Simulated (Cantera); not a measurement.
Input: 1 mol Si, 0.25 mol H2O, 87 mol N2, at 960 Pa.

Method: chemical equilibrium by Gibbs-energy minimisation in Cantera with the NASA 1993 tables (ideal gas, pure condensed phases). Candidate condensed phases: H2O, Si, SiO2, Si2N2O, Si3N4; 35 gas species. Kinetics and transport are ignored. All values below are at 1698 K.

Base state: N2 0.994, SiO 0.00287, H2 0.00283, H 7.86e-5, Si 2.00e-5 (mole fractions); condensed: Si3N4(s).

What changes in the equilibrium state with this change: H2O from 0.25 to 0.035 mol?


| species | before | after |
|---|---|---|
| N2 | 0.994 | 0.999 |
| SiO | 0.00287 | 0.000405 |
| H2 | 0.00283 | 0.000390 |
| H | 7.86e-5 | 2.92e-5 |
| Si | 2.00e-5 | 1.99e-5 |
| Si3N4(s), mol | 0.249 | 0.321 |
